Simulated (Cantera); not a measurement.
Input: 1 mol Cu, 1.6 mol F₂, 0.83 mol H₂, equilibrated at 0.830 bar.

Cantera equilibrium calculation (NASA polynomials, part measured and part estimated; ideal gas, pure solids and liquids). Candidate condensed phases: Cu, CuF₂; 15 gas species. Each liquid is taken as pure. Mutual solubility and eutectic melting of coexisting phases are not modelled. The numbers say what is thermodynamically allowed, not how fast it happens.

log p: log10 of the partial pressure in bar; n: condensed amount in mol.

```tsv
T (°C)	log p HF	log p CuF	log p CuF₂	log p H₂F₂	n Cu(s)	n CuF₂(s)	n CuF₂(l)	n Cu(l)
227	-0.08	<-12	<-12	-3.02	0.230	0.770	0	0
302	-0.08	<-12	<-12	___	0.230	0.770	0	0
377	-0.08	-11.88	<-12	-3.74	0.230	0.770	0	0
452	-0.08	-9.79	-10.03	-3.98	0.230	0.770	0	0
527	-0.08	-8.11	-8.27	-4.18	0.230	0.770	0	0
602	-0.08	-6.72	-6.82	-4.35	0.230	0.770	0	0
677	-0.08	-5.56	-5.62	-4.49	0.230	0.770	0	0
752	-0.08	-4.58	-4.60	-4.60	0.230	0.770	0	0
827	-0.08	___	___	___	0.230	0.769	0	0
902	-0.08	-3.07	-3.12	-4.79	0.229	0	0.768	0
977	-0.08	-2.51	-2.62	-4.87	0.227	0	0.762	0
1052	-0.09	-2.01	-2.18	-4.95	0.220	0	0.747	0
1127	-0.10	-1.58	-1.79	-5.03	0	0	0.709	0.203
```

Task: Fill in the missing entries.

Result: 
- 827, log p CuF: -3.73
- 827, log p CuF₂: -3.73
- 827, log p H₂F₂: -4.70
- 302, log p H₂F₂: -3.42
